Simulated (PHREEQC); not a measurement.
Make-up at 20 °C: 0.031 mol H2SO4 and 0.00016 mol CuSO4 per kg of water. Closed to the air; pH follows from the charge balance.

All values are PHREEQC results (ion-association model, wateq4f.dat), not measurements.

This is a speciation only: nothing precipitates in the calculation.

### Question
Order these S species by the share of S that they hold, largest first: HSO4-, SO4-2, CuSO4.

### Answer
HSO4- (63 %), SO4-2 (36 %), CuSO4 (0.17 %)

The pH is 1.44 and the ionic strength 0.0539 mol/kgw. Complexes and solids missing from the database can't appear.
